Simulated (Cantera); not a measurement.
Input (Python, Cantera) and output of one run.

```python
import numpy as np
import cantera as ct

gas_names = """
    AL ALH ALN ALO ALOH ALO2 ALO2H AL2 AL2O AL2O2 H HALO HNO HNO2 HNO3 HO2 H2 H2O H2O2 N NH NH2 NH3
    NH2OH NO NO2 NO3 N2 N2H2 N2H4 N2O O OH O2 O3
""".split()
cond_names = """
    AL(cr) AL(L) ALN(s) AL2O3(a) AL2O3(L) H2O(s) H2O(L)
""".split()


# ... load() reads the species with a 1 bar reference pressure and builds the phases ...
atoms = {
    'Al': {'AL': 1},
    'NH3': {'N': 1, 'H': 3},
    'N2': {'N': 2},
    'N2O': {'N': 2, 'O': 1},
}
top_T = {'ALN(s)': 2750}  # K; cautious upper limits of use, not melting points


# ... equilibrate(T, P, feed) seeds the gas with the atoms and calls Mixture.equilibrate('TP', solver="vcs", rtol=1e-11, max_steps=5000) ...
results = []
feed = {'Al': 1, 'NH3': 2, 'N2': 440, 'N2O': 18}  # mol
T = 1925  # K
P = 94000  # Pa
mix = equilibrate(T, P, feed)
results.append((T, P, feed, dict(zip(mix.species_names, mix.species_moles))))
x = sorted(zip(gas.X, gas.species_names), reverse=True)
print(f"T = {T:g} K  P = {P:g} Pa  gas = {mix.phase_moles(0):.4g} mol")
print("   x: " + "  ".join(f"{s} {v:.3e}" for v, s in x if v > 0.0001))
print("   condensed (mol): " + ("  ".join(f"{mix.phase(i).name} {mix.phase_moles(i):.4g}"
      for i in range(1, mix.n_phases) if mix.phase_moles(i) > 1e-12) or "none"))
```

It prints:

```
T = 1925 K  P = 94000 Pa  gas = 468.8 mol
   x: N2 9.783e-01  O2 1.346e-02  H2O 6.299e-03  NO 1.744e-03  OH 1.793e-04
   condensed (mol): AL2O3(a) 0.5
```

Method: chemical equilibrium by Gibbs-energy minimisation in Cantera with the NASA 1993 tables (ideal gas, pure condensed phases).
